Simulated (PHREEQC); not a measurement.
Consider water at 20 °C with 0.038 mol/kgw Rb2SO4, 0.0041 mol/kgw NaHSO4, 0.00014 mol/kgw CaBr2 and 0.00011 mol/kgw NaF. Closed to the air; pH follows from the charge balance.

The numbers come from PHREEQC with the ion-association model, wateq4f.dat.

No solid was allowed to form.

Predict the pH.

pH 2.84.

In which forms is Ca present?

Ca+2 51 %, CaSO4 49 %, CaHSO4+ 0.5 % of the Ca.

Species that the database lacks are ignored.
